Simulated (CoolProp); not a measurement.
50 sccm (0 °C, 1 atm) of nitrogen bubbles through liquid n-octane at 310.6 K and leaves saturated at a total pressure of 0.103 MPa (ideal gas phase). Each further row changes one setting.

The numbers come from the reference Helmholtz-energy equation of state, Beckmüller 2019 in CoolProp.

```
case                      vapour pressure (kPa)  mole fraction of vapour  delivery (mg/min)  delivery (sccm)  change of delivery for a bath 1 K warmer (%)
------------------------  ---------------------  -----------------------  -----------------  ---------------  --------------------------------------------
as stated                                  3.65                   0.0355               9.37             1.84                                           5.4
bath temperature 315.6 K                   4.69                   0.0455               12.2             2.38                                           5.3
total pressure 0.206 MPa                   3.65                   0.0177               4.60            0.902                                           5.3
```
